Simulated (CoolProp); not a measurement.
Properties of CH3F (R41) along the isotherm 357.8 K (Tc = 317.3 K, pc = 5906 kPa, ω = 0.200).

Model: reference Helmholtz-energy equation of state, Lemmon 2006, in CoolProp. It is a short technical equation, of lower accuracy than the large ones.

```
p (kPa)          phase  density (kg/m³)  cp (kJ/(kg K))  cv (kJ/(kg K))
-------  -------------  ---------------  --------------  --------------
93.4               gas            1.073           1.217          0.9682
192                gas            2.216           1.225          0.9710
394                gas            4.589           1.242          0.9768
809                gas            9.607           1.278          0.9889
1660               gas            20.56           1.363           1.015
3410               gas            46.50           1.591           1.073
7000     supercritical            124.0           2.551           1.218
14400    supercritical            415.9           3.677           1.290
29500    supercritical            578.9           2.372           1.231
```

The peak of cp marks the crossing from liquid-like to gas-like fluid above the critical point.
